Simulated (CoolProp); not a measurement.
Vapour-liquid equilibrium of R143a (1) + R236FA (2) at 0.00865 MPa; x and y are mole fractions of (1).

The numbers come from the multi-fluid Helmholtz-energy mixture model, Lemmon and Jacobsen 2000 and Pan 2012; pair parameters Bell 2016 in CoolProp.

Task: Give the bubble temperature and the first vapour's composition at x = 0.5, 0.65, 0.725. Is there an azeotrope?

Result: x = 0.5: 194.3 K, y = 0.957; x = 0.65: 190.6 K, y = 0.979; x = 0.725: 189.1 K, y = 0.986. No azeotrope shows between x = 0.05 and 0.95.

Pair parameters are fitted to limited data, so mixtures are less certain than the pure fluids.
